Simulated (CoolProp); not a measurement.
A simple Rankine cycle with trans-2-butene: condensing at 327.15 K, boiler at 1.74 MPa, turbine inlet 385.5 K, turbine efficiency 0.9, pump efficiency 0.8, no recuperator. Each further row changes one setting.

Computed with CoolProp (reference Helmholtz-energy equation of state, Lemmon 2005). It is a short technical equation, of lower accuracy than the large ones.

```
case                             thermal efficiency (%)  net work (kJ/kg)  heat in (kJ/kg)  turbine exit temperature (K)  volume ratio over the turbine
-------------------------------  ----------------------  ----------------  ---------------  ----------------------------  -----------------------------
as stated                                          10.5              43.6              417                         340.4                           3.52
turbine inlet 405.5 K                              10.5              48.7              465                         363.0                           3.39
condensing temperature 319.15 K                    11.9              51.9              437                         333.7                           4.34
boiler pressure 1.22 MPa                            7.7              33.8              439                         356.9                           2.32
turbine efficiency 0.8                              9.2              38.5              417                         343.2                           3.56
```
